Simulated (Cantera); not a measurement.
## Stirred combustor or abatement burner

A perfectly stirred reactor is fed with CH4 : C2H6 : C3H8 : O2 : N2 = 1 : 0.54 : 0.25 : 4.67 : 17.6 (molar parts), equivalence ratio 1.1, at 1000000 Pa; it is adiabatic with a 650 K inlet, and is followed from long to short residence time, starting on the burning branch (τ in s: 0.049, 0.024, 0.012, 0.0058, 0.0029, 0.0014, 0.00069, 0.00034, 0.00017, 8.2e-05).

Cantera simulation using GRI-Mech 3.0 (53 species, 325 reactions); the numbers are that mechanism's predictions, not measurements. GRI-Mech 3.0 was tuned for natural gas; its chemistry of propane as a main component is partial and can be far from experiment.

```
τ (s)    T (K)    x CH4   x C2H6   x C3H8    x C2H      x NO   x H2O2
-------  -----  -------  -------  -------  -------  --------  -------
0.049     2481  8.56e-7  1.60e-8  9.76e-9  2.41e-9   0.00124  1.10e-7
0.024     2480  1.66e-6  3.24e-8  1.97e-8  4.80e-9   0.00119  1.16e-7
0.012     2478  3.06e-6  6.43e-8  3.86e-8  9.25e-9   0.00112  1.26e-7
0.0058    2474  5.51e-6  1.31e-7  7.69e-8  1.79e-8   0.00103  1.45e-7
0.0029    2467  9.17e-6  2.57e-7  1.46e-7  3.27e-8  0.000939  1.73e-7
0.0014    2455  1.50e-5  5.17e-7  2.81e-7  5.93e-8  0.000845  2.18e-7
0.00069   2439  2.35e-5  1.01e-6  5.20e-7  1.02e-7  0.000756  2.78e-7
0.00034   2416  3.69e-5  1.97e-6  9.47e-7  1.69e-7  0.000665  3.58e-7
0.00017   2387  5.87e-5  3.78e-6  1.69e-6  2.66e-7  0.000570  4.57e-7
8.2e-5    2348  9.96e-5  7.49e-6  3.12e-6  4.16e-7  0.000465  5.89e-7
```
x: mole fraction; the columns are a selection and need not sum to one.
